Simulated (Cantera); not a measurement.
Charge: 1 mol Si3N4, 0.023 mol O2, 1.8 mol H2, held at 0.133 bar.

These are equilibrium values from Cantera (NASA tables, ideal gas, pure condensed phases), not measurements of a reactor. Candidate condensed phases: H2O, Si, SiO2, Si2N2O, Si3N4; 35 gas species. Mutual solubility and eutectic melting of coexisting phases are not modelled. Gases not in the tables: Si2H6 and higher silanes. Rates play no part.

Task: Which condensed phases are stable at each of these points (T (°C)): 1027, 1102, 1177, 1252, 1327, 1402, 1477, 1552, 1627, 1702, 1777, 1852, 1927?

Result: 
| T (°C) | condensed phases | Si condensed (%) |
|---|---|---|
| 1027 | Si2N2O(s) + Si3N4(s) | 100.0 |
| 1102 | Si2N2O(s) + Si3N4(s) | 100.0 |
| 1177 | Si2N2O(s) + Si3N4(s) | 100.0 |
| 1252 | Si2N2O(s) + Si3N4(s) | 100.0 |
| 1327 | Si2N2O(s) + Si3N4(s) | 100.0 |
| 1402 | Si2N2O(s) + Si3N4(s) | 100.0 |
| 1477 | Si(l) + Si2N2O(s) + Si3N4(s) | 99.9 |
| 1552 | Si(l) + Si2N2O(s) + Si3N4(s) | 99.8 |
| 1627 | Si(l) + Si2N2O(s) + Si3N4(s) | 99.0 |
| 1702 | Si(l) | 98.4 |
| 1777 | Si(l) | 98.4 |
| 1852 | Si(l) | 98.2 |
| 1927 | Si(l) | 98.0 |

From 1027 °C to 1402 °C the condensed part is Si2N2O(s) + Si3N4(s). From 1477 °C to 1627 °C the condensed part is Si(l) + Si2N2O(s) + Si3N4(s). From 1702 °C to 1927 °C the condensed part is Si(l).
